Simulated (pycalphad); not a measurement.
CALPHAD calculation (pycalphad, COST 507 light-alloy database (1999)), 1 atm. These are 1990s assessments: newer ones move some temperatures and phases. Amounts are mole fractions of atoms.

**Question.** Give the equilibrium state of Al-4.6C (at.%) at 1250 K.

**Answer.** LIQUID, fraction 0.893, with <0.01 C at.%; AL4C3, fraction 0.107, with 42.9 C at.%.

**Question.** Give the equilibrium state of Al-4.6C (at.%) at 650 K.

**Answer.** FCC_A1, fraction 0.893, with <0.01 C at.%; AL4C3, fraction 0.107, with 42.9 C at.%.

Database names, with the compositions (at.%) that they take in these runs: AL4C3: Al 57 C 43. FCC_A1 is fcc.
